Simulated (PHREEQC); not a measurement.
A column of 0.2 m (40 cells, dispersivity 0.01 m, 720 s a shift, diffusion coefficient 3e-10 m²/s) holds 0.11 eq of the database's cation exchanger X per kg of pore water, first in equilibrium with 0.0027 mol CaCl2 and 1e-05 mol HCl per kg of water. It is flushed with 0.033 mol ZnCl2, 0.0029 mol Na2SO4 and 1e-05 mol HCl per kg of water, at 15 °C. Values are for the last cell. CO2 from the air is kept out. Precipitation was switched off in this run.

Base run: PHREEQC, ion-association model, phreeqc.dat. Each further column changes one thing. The table gives Ca in solution (mol/kgw).

```json
[
 {"pore volumes": "0", "base": "0.00270", "exchange capacity from 0.11 to 0.055 eq/kgw": "0.00270", "dispersivity from 0.01 to 0.02 m": "0.00270"},
 {"pore volumes": "0.4125", "base": "0.00278", "exchange capacity from 0.11 to 0.055 eq/kgw": "0.00278", "dispersivity from 0.01 to 0.02 m": "0.00356"},
 {"pore volumes": "1.012", "base": "0.0210", "exchange capacity from 0.11 to 0.055 eq/kgw": "0.0203", "dispersivity from 0.01 to 0.02 m": "0.0212"},
 {"pore volumes": "1.613", "base": "0.0298", "exchange capacity from 0.11 to 0.055 eq/kgw": "0.0182", "dispersivity from 0.01 to 0.02 m": "0.0260"},
 {"pore volumes": "2.013", "base": "0.0250", "exchange capacity from 0.11 to 0.055 eq/kgw": "0.00962", "dispersivity from 0.01 to 0.02 m": "0.0215"},
 {"pore volumes": "2.413", "base": "0.0181", "exchange capacity from 0.11 to 0.055 eq/kgw": "0.00434", "dispersivity from 0.01 to 0.02 m": "0.0161"},
 {"pore volumes": "3.013", "base": "0.00920", "exchange capacity from 0.11 to 0.055 eq/kgw": "0.00113", "dispersivity from 0.01 to 0.02 m": "[?]"},
 {"pore volumes": "3.612", "base": "0.00407", "exchange capacity from 0.11 to 0.055 eq/kgw": "[?]", "dispersivity from 0.01 to 0.02 m": "0.00536"},
 {"pore volumes": "4.013", "base": "0.00225", "exchange capacity from 0.11 to 0.055 eq/kgw": "[?]", "dispersivity from 0.01 to 0.02 m": "0.00358"},
 {"pore volumes": "4.412", "base": "0.00121", "exchange capacity from 0.11 to 0.055 eq/kgw": "[?]", "dispersivity from 0.01 to 0.02 m": "0.00237"},
 {"pore volumes": "5.013", "base": "0.000461", "exchange capacity from 0.11 to 0.055 eq/kgw": "7.96e-6", "dispersivity from 0.01 to 0.02 m": "0.00127"},
 {"pore volumes": "5.612", "base": "0.000171", "exchange capacity from 0.11 to 0.055 eq/kgw": "1.70e-6", "dispersivity from 0.01 to 0.02 m": "0.000672"},
 {"pore volumes": "6.013", "base": "8.70e-5", "exchange capacity from 0.11 to 0.055 eq/kgw": "6.04e-7", "dispersivity from 0.01 to 0.02 m": "0.000438"}
]
```

Some entries are withheld; supply them.


- 3.013, dispersivity from 0.01 to 0.02 m: 0.00956
- 3.612, exchange capacity from 0.11 to 0.055 eq/kgw: 0.000269
- 4.013, exchange capacity from 0.11 to 0.055 eq/kgw: 0.000100
- 4.412, exchange capacity from 0.11 to 0.055 eq/kgw: 3.67e-5
